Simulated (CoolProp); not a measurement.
Saturation properties of oxygen (Tc = -118.6 °C, pc = 5.046 MPa, ω = 0.022).

Computed with CoolProp (reference Helmholtz-energy equation of state, Schmidt 1985).

```json
[
 {"T (°C)": "-166.95", "p (MPa)": "0.4142", "vapour density (kg/m³)": "16.46", "enthalpy of vaporisation (kJ/kg)": "194.9", "liquid conductivity (mW/(m K))": "127"},
 {"T (°C)": "-163.05", "p (MPa)": "0.5472", "vapour density (kg/m³)": "21.42", "enthalpy of vaporisation (kJ/kg)": "189.6", "liquid conductivity (mW/(m K))": "122"},
 {"T (°C)": "-159.05", "p (MPa)": "0.7136", "vapour density (kg/m³)": "27.64", "enthalpy of vaporisation (kJ/kg)": "183.6", "liquid conductivity (mW/(m K))": "116"},
 {"T (°C)": "-155.15", "p (MPa)": "0.9086", "vapour density (kg/m³)": "34.98", "enthalpy of vaporisation (kJ/kg)": "177.2", "liquid conductivity (mW/(m K))": "110"},
 {"T (°C)": "-151.15", "p (MPa)": "1.146", "vapour density (kg/m³)": "44.07", "enthalpy of vaporisation (kJ/kg)": "170.0", "liquid conductivity (mW/(m K))": "104"},
 {"T (°C)": "-147.25", "p (MPa)": "1.417", "vapour density (kg/m³)": "54.75", "enthalpy of vaporisation (kJ/kg)": "162.2", "liquid conductivity (mW/(m K))": "98.6"},
 {"T (°C)": "-143.25", "p (MPa)": "1.740", "vapour density (kg/m³)": "68.00", "enthalpy of vaporisation (kJ/kg)": "153.4", "liquid conductivity (mW/(m K))": "92.8"},
 {"T (°C)": "-139.35", "p (MPa)": "2.103", "vapour density (kg/m³)": "83.73", "enthalpy of vaporisation (kJ/kg)": "143.6", "liquid conductivity (mW/(m K))": "87.1"},
 {"T (°C)": "-135.35", "p (MPa)": "2.529", "vapour density (kg/m³)": "103.7", "enthalpy of vaporisation (kJ/kg)": "132.2", "liquid conductivity (mW/(m K))": "81.4"},
 {"T (°C)": "-131.45", "p (MPa)": "3.001", "vapour density (kg/m³)": "128.2", "enthalpy of vaporisation (kJ/kg)": "119.2", "liquid conductivity (mW/(m K))": "75.8"}
]
```

It boils at -183.0 °C under 1 atm.

Thermal conductivity comes from a separate model (Lemmon 2004).
